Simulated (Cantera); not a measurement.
A perfectly stirred reactor is fed with C₂H₆ : N₂ = 1 : 1.2 (molar parts), at 42.0 Torr; it is held at 1350 K, and followed from long to short residence time.

Model: GRI-Mech 3.0 (53 species, 325 reactions), integrated in Cantera. GRI-Mech 3.0 stops at C3 and has no aromatics, soot or wall deposition, so with more carbon than oxygen in the feed, carbon stays in small species such as C2H2 where larger ones or solid carbon would form.

Q: Predict: x(C₂H₆) at τ = 5.50 s; x(CH₂) at τ = 5.50 s; x(HCN) at τ = 5.50 s; x(C₂H) at τ = 5.50 s; x(C₂H₄) at τ = 5.50 s; x(C₂H₆) at τ = 65.0 ms; x(CH₂) at τ = 65.0 ms; x(C₂H) at τ = 65.0 ms; x(C₂H₄) at τ = 65.0 ms.

A: x(C₂H₆) at τ = 5.50 s: 0.000584
x(CH₂) at τ = 5.50 s: 4.10e-9
x(HCN) at τ = 5.50 s: 1.56e-9
x(C₂H) at τ = 5.50 s: 9.84e-9
x(C₂H₄) at τ = 5.50 s: 0.0136
x(C₂H₆) at τ = 65.0 ms: 0.0241
x(CH₂) at τ = 65.0 ms: 6.57e-8
x(C₂H) at τ = 65.0 ms: 1.54e-8
x(C₂H₄) at τ = 65.0 ms: 0.114
